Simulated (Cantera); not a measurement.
# Equilibrium for calcination and drying: NaOH + H₂O + CO₂

Charge: 1 mol NaOH, 0.075 mol H₂O, 0.81 mol CO₂, held at 13.3 mbar.

Equilibrium computed with Cantera from the NASA thermochemical tables; the gas is ideal and each condensed phase is pure. Candidate condensed phases: C, C₆H₆, C₇H₈, C₈H₁₈, H₂O, Na, NaOH, NaO₂, Na₂CO₃, Na₂O, Na₂O₂; 117 gas species. Equilibrium is a limit: real reactors are often held back by kinetics, nucleation or transport.

From 1600 °C to 1900 °C nothing is condensed. The main Na-bearing gas is Na throughout.

```
T (°C)  log p Na  log p CO₂  log p H₂O  log p NaOH  log p O₂  log p CO  log p OH
------  --------  ---------  ---------  ----------  --------  --------  --------
1600       -2.41      -2.36      -2.63       -2.80     -3.01     -4.22     -4.38
1650       -2.39      -2.37      -2.62       -2.89     -2.98     -4.05     -4.24
1700       -2.37      -2.38      -2.61       -2.98     -2.96     -3.88     -4.12
1750       -2.36      -2.39      -2.60       -3.07     -2.94     -3.72     -4.00
1800       -2.35      -2.41      -2.60       -3.17     -2.91     -3.57     -3.90
1850       -2.34      -2.42      -2.60       -3.26     -2.89     -3.43     -3.80
1900       -2.34      -2.44      -2.60       -3.36     -2.87     -3.31     -3.70
```
log p: log10 of the partial pressure in bar; nothing condenses.
